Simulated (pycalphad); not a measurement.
All values are pycalphad results on the COST 507 light-alloy database (1999) (1 atm), not direct measurements. The database dates from 1999; later assessments differ in places, in temperatures and in the compounds included.

Question: How does the equilibrium phase assembly of Al-0.53Mn-9.52Si (at.%) change on cooling from 1850 K to 530 K?

Answer: 
```tsv
T (K)	phases above	phases below
912.2	liquid	ALMNSI_ALPHA + liquid
870.0	ALMNSI_ALPHA + liquid	ALMNSI_ALPHA + fcc + liquid
849.5	ALMNSI_ALPHA + fcc + liquid	ALMNSI_ALPHA + diamond (Si) + fcc
```
Changes were sought between steps of 40 K, so a narrower field can be missed.

Database names, with the compositions (at.%) that they take in these runs: ALMNSI_ALPHA: Al 70 Mn 17 Si 12.
